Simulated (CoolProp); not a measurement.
Toluene along the isobar 3.33 bar: Z from the reference equation and from simpler models built on Tc = 591.7 K, pc = 41.26 bar, ω = 0.266; each cubic takes its own stable root.

Computed with CoolProp (reference Helmholtz-energy equation of state, Lemmon 2006). It is a short technical equation, of lower accuracy than the large ones.

```tsv
T (K)	phase	reference
309.8	liquid	0.01399
316.5	liquid	0.01379
323.2	liquid	0.01361
329.9	liquid	0.01344
336.6	liquid	0.01327
343.3	liquid	0.01311
350	liquid	0.01297
356.6	liquid	0.01283
363.3	liquid	0.01269
370	liquid	0.01257
376.7	liquid	0.01245
383.4	liquid	0.01234
390.1	liquid	0.01224
396.8	liquid	0.01214
403.5	liquid	0.01205
410.1	liquid	0.01197
```

Question: How far does each simpler model (van der Waals, Redlich-Kwong, Soave-Redlich-Kwong, Peng-Robinson) lie from the reference over these 16 states: mean and median of the absolute difference, and the worst?

Answer: 
- van der Waals: mean 4204.5 %, median 7095.8 %, worst +7755.5 % at 410.1 K and 3.33 bar
- Redlich-Kwong: mean 15.5 %, median 15.3 %, worst +16.7 % at 410.1 K and 3.33 bar
- Soave-Redlich-Kwong: mean 11.8 %, median 11.8 %, worst +12.2 % at 309.8 K and 3.33 bar
- Peng-Robinson: mean 1.0 %, median 1.1 %, worst -1.2 % at 383.4 K and 3.33 bar

At some of these states van der Waals gives the other phase, because its saturation line lies elsewhere.
